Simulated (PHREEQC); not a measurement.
0.5 mol of Jarosite-K (KFe3(SO4)2(OH)6) is brought to equilibrium with 1 kg of water, with rising amounts of CdCl2, at 25 °C. O2 is buffered at 0.21 atm. No CO2 enters from the air. Names ending in (a), (am) or -a are amorphous solids. Solids allowed: Jarosite-K, Fe(OH)3(a), Cd(OH)2, CdOHCl. Others were left out.

Base run: PHREEQC, ion-association model, wateq4f.dat. Each further column changes one thing. The table gives dissolved Fe (mol/kgw).

```tsv
CdCl2 added (mol)	base	all activity coefficients set to 1	Davies equation for every ion	database phreeqc.dat
0	3.12e-5	2.93e-5	3.12e-5	3.12e-5
0.0417	7.34e-5	4.70e-5	7.30e-5	7.33e-5
0.0833	8.63e-5	4.96e-5	8.46e-5	8.62e-5
0.125	9.53e-5	5.11e-5	(withheld)	9.52e-5
0.167	0.000102	(withheld)	9.70e-5	0.000102
0.208	0.000108	(withheld)	0.000101	0.000108
0.292	0.000118	5.48e-5	0.000106	0.000118
0.333	0.000122	(withheld)	0.000108	0.000122
0.375	0.000126	5.62e-5	(withheld)	0.000126
0.417	0.000130	5.69e-5	0.000111	0.000129
0.458	0.000133	(withheld)	0.000113	0.000133
0.5	0.000136	5.82e-5	0.000114	0.000136
```

Task: Complete the blanks.

Result: 
- 0.125, Davies equation for every ion: 9.18e-5
- 0.167, all activity coefficients set to 1: 5.22e-5
- 0.208, all activity coefficients set to 1: 5.31e-5
- 0.333, all activity coefficients set to 1: 5.55e-5
- 0.375, Davies equation for every ion: 0.000110
- 0.458, all activity coefficients set to 1: 5.76e-5

 phreeqc.dat and wateq4f.dat share most of their constants, so their agreement is no independent check. Solids allowed in the column 'database phreeqc.dat': Jarosite-K, Fe(OH)3(a), Sylvite, Cd(OH)2.
